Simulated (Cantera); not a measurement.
A closed system holds: 1 mol MgSO4, 6.9 mol CO2, 8 mol H2, at 6.20 bar.

Cantera equilibrium calculation (NASA polynomials, part measured and part estimated; ideal gas, pure solids and liquids). Candidate condensed phases: C, C6H6, C7H8, C8H18, H2O, H2SO4, Mg, MgCO3, MgO, Mg(OH)2, MgS, MgSO4, S; 130 gas species. Kinetics and transport are ignored. All values below are at 700 K.

Base state: CO2 0.409, H2O 0.396, H2S 0.0820, CH4 0.0718, H2 0.0369, CO 0.00404, COS 0.000313 (mole fractions); condensed: C(graphite) + MgCO3(s).

Task: What changes in the equilibrium state with this change: H2 from 8 to 0.038 mol?

Result: 
```tsv
species	before	after
CO2	0.409	0.992
H2O	0.396	0.00517
SO2	<1e-9	0.00242
H2S	0.0820	0.000308
CH4	0.0718	<1e-9
H2	0.0369	7.49e-7
S2	4.39e-9	0.000150
CO	0.00404	1.52e-5
C(graphite), mol	0.00774	0
MgCO3(s), mol	1.00	0.0226
MgSO4(s), mol	0	0.977
```
Gases not in the tables: S3 to S7.
